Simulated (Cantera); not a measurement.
Cantera run:

```python
import numpy as np
import cantera as ct

gas_names = """
    Br Br2 H HBr H2 Si SiBr SiBr2 SiBr3 SiBr4 SiH SiHBr3 SiH2 SiH2Br2 SiH3 SiH3Br SiH4 Si2 Si3
""".split()
cond_names = """
    Br2(cr) Br2(L) Si(cr) Si(L)
""".split()


# ... load() reads the species with a 1 bar reference pressure and builds the phases ...
atoms = {
    'Si': {'Si': 1},
    'HBr': {'H': 1, 'Br': 1},
    'H2': {'H': 2},
}
top_T = {}  # K; cautious upper limits of use, not melting points


# ... equilibrate(T, P, feed) seeds the gas with the atoms and calls Mixture.equilibrate('TP', solver="vcs", rtol=1e-11, max_steps=5000) ...
results = []
feed = {'Si': 1, 'HBr': 1.2, 'H2': 0.57}  # mol
T = 1050  # K
P = 1333.22  # Pa
mix = equilibrate(T, P, feed)
results.append((T, P, feed, dict(zip(mix.species_names, mix.species_moles))))
print(gas.report(threshold=0.0001))
for i in range(1, mix.n_phases):
    print(f"{mix.phase(i).name:16s} {mix.phase_moles(i):12.5e} mol")
```

It prints:

```
       temperature   1050 K
          pressure   1333.2 Pa
           density   0.010702 kg/m^3
  mean mol. weight   70.081 kg/kmol
   phase of matter   gas

                          1 kg             1 kmol
                     ---------------   ---------------
          enthalpy       -5.8965e+05       -4.1324e+07  J
   internal energy       -7.1422e+05       -5.0054e+07  J
           entropy            3967.2        2.7803e+05  J/K
    Gibbs function       -4.7552e+06       -3.3325e+08  J
 heat capacity c_p            626.96             43938  J/K
 heat capacity c_v            508.32             35624  J/K

                      mass frac. Y      mole frac. X     chem. pot. / RT
                     ---------------   ---------------   ---------------
               HBr           0.10651          0.092252           -36.709
                H2          0.020787            0.7226           -22.271
             SiBr2          0.038522          0.014368           -54.912
             SiBr3          0.014004         0.0036649           -80.485
             SiBr4           0.79061           0.15935           -106.06
            SiHBr3          0.029095         0.0075855            -91.62
           SiH2Br2        0.00046309        0.00017089           -77.182
     [  +12 minor]         1.204e-05        1.0081e-05

Br2(L)            0.00000e+00 mol
Si(cr)            7.19657e-01 mol
```

Method: chemical equilibrium by Gibbs-energy minimisation in Cantera with the NASA 1993 tables (ideal gas, pure condensed phases). The tables' values for SiBr3 are old estimates; treat these amounts as uncertain.
